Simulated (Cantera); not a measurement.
Premixed flame

A freely propagating, adiabatic, planar premixed flame of 34.5 % H2, 12.3 % O2, 53.2 % N2, unburnt at 625 K and 11000 Pa; mixture-averaged transport, grid criteria slope 0.08 and curve 0.16, no radiation.

Model: the H2/O2 subset of GRI-Mech 3.0, which has no nitrogen chemistry, integrated in Cantera. Burning velocities carry a grid error of a few per cent, more on coarse grids.

```
z (mm)  T (K)  u (m/s)    x H2     x O2   x H2O2     x H2O      x OH       x O
------  -----  -------  ------  -------  -------  --------  --------  --------
-26.1     625     6.44   0.345    0.123    <1e-8     <1e-8     <1e-8     <1e-8
-17.4     625     6.44   0.345    0.123    <1e-8     <1e-8     <1e-8     <1e-8
-13.0     625     6.44   0.345    0.123    <1e-8     <1e-8     <1e-8     <1e-8
-8.69     625     6.44   0.345    0.123    <1e-8   3.59e-8     <1e-8     <1e-8
-4.35     631     6.50   0.344    0.123  2.21e-7  0.000416   1.61e-5   7.60e-6
-2.17     726     7.43   0.325    0.120  2.45e-7   0.00932  0.000202  0.000234
0        1082     10.8   0.184   0.0724  3.32e-7     0.107   0.00244   0.00610
2.17     1342     13.2  0.0830   0.0162  3.85e-7     0.212   0.00567   0.00901
4.35     1443     14.1  0.0807   0.0116  3.53e-7     0.221   0.00713   0.00875
8.69     1567     15.2  0.0865  0.00991  2.62e-7     0.226   0.00885   0.00826
17.4     1708     16.4  0.0923  0.00814  1.54e-7     0.231    0.0105   0.00722
34.8     1857     17.6  0.0971  0.00618  8.01e-8     0.239    0.0116   0.00571
69.6     2003     18.8   0.101  0.00426  4.18e-8     0.247    0.0117   0.00402
```
x: mole fraction of selected species; z is measured from the peak of heat release.

```json
{
  "laminar_burning_velocity": "644 cm/s",
  "thermal_thickness": "8.69 mm",
  "peak x(H2O2)": "4.02e-7",
  "peak x(OH)": "0.0118",
  "peak x(O)": "0.00914",
  "grid_points": "142"
}
```
